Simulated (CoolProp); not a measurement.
Octamethylcyclotetrasiloxane (D4) along the isobar 805 kPa: Z from the reference equation and from simpler models built on Tc = 313.4 °C, pc = 1347 kPa, ω = 0.598; each cubic takes its own stable root.

Computed with CoolProp (reference Helmholtz-energy equation of state, Thol 2015).

```json
[
 {"T (°C)": "227.05", "phase": "liquid", "reference": "0.08305", "Soave-Redlich-Kwong": "0.09305", "Peng-Robinson": "0.08217"},
 {"T (°C)": "235.05", "phase": "liquid", "reference": "0.08344", "Soave-Redlich-Kwong": "0.09406", "Peng-Robinson": "0.08306"},
 {"T (°C)": "242.95", "phase": "liquid", "reference": "0.08399", "Soave-Redlich-Kwong": "0.09539", "Peng-Robinson": "0.08423"},
 {"T (°C)": "250.95", "phase": "liquid", "reference": "0.08475", "Soave-Redlich-Kwong": "0.09713", "Peng-Robinson": "0.08580"},
 {"T (°C)": "258.95", "phase": "liquid", "reference": "0.08579", "Soave-Redlich-Kwong": "0.09944", "Peng-Robinson": "0.08786"},
 {"T (°C)": "266.95", "phase": "liquid", "reference": "0.08719", "Soave-Redlich-Kwong": "0.1025", "Peng-Robinson": "0.09065"},
 {"T (°C)": "274.95", "phase": "liquid", "reference": "0.08916", "Soave-Redlich-Kwong": "0.1069", "Peng-Robinson": "0.09456"},
 {"T (°C)": "282.95", "phase": "gas", "reference": "0.6463", "Soave-Redlich-Kwong": "0.6667", "Peng-Robinson": "0.6448"},
 {"T (°C)": "290.95", "phase": "gas", "reference": "0.6792", "Soave-Redlich-Kwong": "0.6960", "Peng-Robinson": "0.6744"},
 {"T (°C)": "298.95", "phase": "gas", "reference": "0.7062", "Soave-Redlich-Kwong": "0.7209", "Peng-Robinson": "0.6995"},
 {"T (°C)": "306.95", "phase": "gas", "reference": "0.7292", "Soave-Redlich-Kwong": "0.7424", "Peng-Robinson": "0.7214"},
 {"T (°C)": "314.85", "phase": "gas", "reference": "0.7490", "Soave-Redlich-Kwong": "0.7612", "Peng-Robinson": "0.7404"},
 {"T (°C)": "322.85", "phase": "gas", "reference": "0.7666", "Soave-Redlich-Kwong": "0.7782", "Peng-Robinson": "0.7577"},
 {"T (°C)": "330.85", "phase": "gas", "reference": "0.7824", "Soave-Redlich-Kwong": "0.7936", "Peng-Robinson": "0.7733"},
 {"T (°C)": "338.85", "phase": "gas", "reference": "0.7966", "Soave-Redlich-Kwong": "0.8075", "Peng-Robinson": "0.7875"},
 {"T (°C)": "346.85", "phase": "gas", "reference": "0.8095", "Soave-Redlich-Kwong": "0.8203", "Peng-Robinson": "0.8005"}
]
```
